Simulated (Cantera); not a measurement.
A perfectly stirred reactor is fed with CH₄ : C₂H₆ : C₃H₈ : O₂ : N₂ = 1 : 0.58 : 0.09 : 4.62 : 17.4 (molar parts), at 0.240 bar; it is adiabatic with a 350 K inlet, and is followed from long to short residence time, starting on the burning branch (τ in s: 0.03, 0.016, 0.008, 0.0041, 0.0021, 0.0011, 0.00056, 0.00029, 0.00015, 7.6e-05, 3.9e-05, 2e-05, 1e-05).

Cantera simulation using GRI-Mech 3.0 (53 species, 325 reactions); the numbers are that mechanism's predictions, not measurements.

Task: Predict: blow-out, bracketed by the residence times tried; x(CH₄) at τ = 30.0 ms; x(C₂H₆) at τ = 30.0 ms; x(C₃H₈) at τ = 30.0 ms; x(CH₃) at τ = 30.0 ms; x(N₂O) at τ = 30.0 ms; x(CH₄) at τ = 0.560 ms; x(C₂H₆) at τ = 0.560 ms; x(C₃H₈) at τ = 0.560 ms; x(CH₃) at τ = 0.560 ms; x(N₂O) at τ = 0.560 ms.

Result: 
| Property | Result |
|---|---|
| blow-out, bracketed by the residence times tried | burning at 0.290 ms, out at 0.150 ms |
| x(CH₄) at τ = 30.0 ms | 7.28e-6 |
| x(C₂H₆) at τ = 30.0 ms | 8.98e-7 |
| x(C₃H₈) at τ = 30.0 ms | 1.21e-7 |
| x(CH₃) at τ = 30.0 ms | 5.05e-6 |
| x(N₂O) at τ = 30.0 ms | 3.91e-8 |
| x(CH₄) at τ = 0.560 ms | 0.000293 |
| x(C₂H₆) at τ = 0.560 ms | 4.21e-5 |
| x(C₃H₈) at τ = 0.560 ms | 5.05e-6 |
| x(CH₃) at τ = 0.560 ms | 0.000144 |
| x(N₂O) at τ = 0.560 ms | 2.53e-8 |
